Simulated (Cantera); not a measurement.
Feed: 1 mol Si3N4, 0.038 mol Si, 4.3 mol H2, equilibrated at 8.40 bar.

These are equilibrium values from Cantera (NASA tables, ideal gas, pure condensed phases), not measurements of a reactor. Candidate condensed phases: Si, Si3N4; 18 gas species. The tables' values for SiN are old estimates; treat these amounts as uncertain. Gases not in the tables: Si2H6 and higher silanes. Kinetics and transport are ignored. All values below are at 2200 °C.

Base state: H2 0.676, N2 0.316, H 0.00633, SiH2 0.000627, Si 0.000461, SiH 0.000302, SiN 7.88e-5, Si2N 7.12e-5 (mole fractions); condensed: Si(l).

Task: What changes in the equilibrium state with this change: H2 from 4.3 to 0.047 mol?

Result: 
```
species       before     after
----------  --------  --------
N2             0.316     0.976
H2             0.676    0.0223
H            0.00633   0.00115
Si          0.000461  0.000461
NH3          2.80e-5   2.95e-7
SiH2        0.000627   2.07e-5
SiH         0.000302   5.49e-5
SiN          7.88e-5  0.000138
Si(l), mol      3.03      3.04
```
